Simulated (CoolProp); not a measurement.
Vapour-liquid equilibrium of benzene (1) + ethylbenzene (2) at 197.25 °C; x and y are mole fractions of (1).

The numbers come from the multi-fluid Helmholtz-energy mixture model, Thol 2012 and Zhou 2012; pair parameters Bell 2016 in CoolProp.

Give the bubble pressure and the first vapour's composition at x = 0.45, 0.55, 0.75. Is there an azeotrope?

x = 0.45: 0.7814 MPa, y = 0.685; x = 0.55: 0.8784 MPa, y = 0.767; x = 0.75: 1.088 MPa, y = 0.892. No azeotrope shows between x = 0.05 and 0.95.

Pair parameters are fitted to limited data, so mixtures are less certain than the pure fluids.
